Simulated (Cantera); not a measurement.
A perfectly stirred reactor is fed with H₂ : O₂ : N₂ : H₂O = 1 : 0.641 : 6.41 : 0.28 (molar parts), equivalence ratio 0.78, at 1.00 atm; it is adiabatic with a 400 K inlet, and is followed from long to short residence time, starting on the burning branch (τ in s: 0.1, 0.05, 0.024, 0.012, 0.0056, 0.0027, 0.0013, 0.00064, 0.00031, 0.00015, 7.2e-05).

Detailed kinetics in Cantera: GRI-Mech 3.0 (53 species, 325 reactions).

**Question.** What does this change do: O2 0.641 to 0.41 parts?

**Answer.** 
```tsv
quantity	before	after
blow-out, bracketed by the residence times tried	burning at 0.640 ms, out at 0.310 ms	burning at 1.30 ms, out at 0.640 ms
x(H₂) at τ = 0.100 s	0.000417	0.0234
x(O₂) at τ = 0.100 s	0.0181	0.000235
x(H₂O) at τ = 0.100 s	0.163	0.142
x(H₂O₂) at τ = 0.100 s	5.41e-7	3.89e-8
x(NO₂) at τ = 0.100 s	2.47e-9	4.43e-12
x(H₂) at τ = 2.70 ms	0.00412	0.0263
x(O₂) at τ = 2.70 ms	0.0198	0.00240
x(H₂O) at τ = 2.70 ms	0.158	0.137
x(H₂O₂) at τ = 2.70 ms	2.29e-6	2.16e-7
x(NO₂) at τ = 2.70 ms	1.03e-9	4.93e-11
```
